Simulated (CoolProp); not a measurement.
Vapour-liquid equilibrium of R134a (1) + dimethyl ether (2) at 11.6 bar; x and y are mole fractions of (1).

Values from CoolProp's multi-fluid Helmholtz-energy mixture model, Tillner-Roth 1994 and Wu 2011; pair parameters Bell 2016.

| x | bubble temperature (K) | y at the bubble point | dew temperature at overall composition x (K) | liquid density (mol/L) |
|---|---|---|---|---|
| 0.05 | 324.0 | 0.046 | 324.0 | 13.26 |
| 0.15 | 324.3 | 0.146 | 324.3 | 13.00 |
| 0.25 | 324.3 | 0.254 | 324.3 | 12.75 |
| 0.35 | 324.1 | 0.365 | 324.1 | 12.50 |
| 0.45 | 323.5 | 0.476 | 323.7 | 12.26 |
| 0.55 | 322.8 | 0.585 | 323.1 | 12.02 |
| 0.65 | 321.9 | 0.688 | 322.3 | 11.79 |
| 0.75 | 320.9 | 0.786 | 321.3 | 11.57 |
| 0.85 | 319.8 | 0.876 | 320.2 | 11.35 |
| 0.95 | 318.7 | 0.960 | 318.9 | 11.13 |

y crosses x between x = 0.15 and 0.25: the model has an azeotrope there.

Pair parameters are fitted to limited data, so mixtures are less certain than the pure fluids.
